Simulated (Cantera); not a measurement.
**Ignition delay**

Mixture: CH₃OH : O₂ : N₂ = 1 : 2.05 : 10.9 (molar parts), at 16.0 bar, adiabatic and at constant volume. Ignition delay is the time to a rise of 400 K.

Cantera simulation using GRI-Mech 3.0 (53 species, 325 reactions); the numbers are that mechanism's predictions, not measurements. GRI-Mech 3.0 was tuned for natural gas; its chemistry of methanol as a main component is partial and can be far from experiment. The pressure lies above the range GRI-Mech 3.0 was tuned for (to about 10 atm).

```json
[
 {"T0 (K)": "1175", "delay (ms)": "1.90"},
 {"T0 (K)": "1225", "delay (ms)": "0.813"},
 {"T0 (K)": "1275", "delay (ms)": "0.375"},
 {"T0 (K)": "1325", "delay (ms)": "0.185"},
 {"T0 (K)": "1375", "delay (ms)": "0.0970"},
 {"T0 (K)": "1425", "delay (ms)": "0.0540"},
 {"T0 (K)": "1475", "delay (ms)": "0.0317"},
 {"T0 (K)": "1525", "delay (ms)": "0.0195"},
 {"T0 (K)": "1575", "delay (ms)": "0.0125"},
 {"T0 (K)": "1625", "delay (ms)": "0.00832"}
]
```

```
Property                                                 Value
--------------------------------------------------  ----------
apparent activation energy between 1525 and 1625 K  180 kJ/mol
```
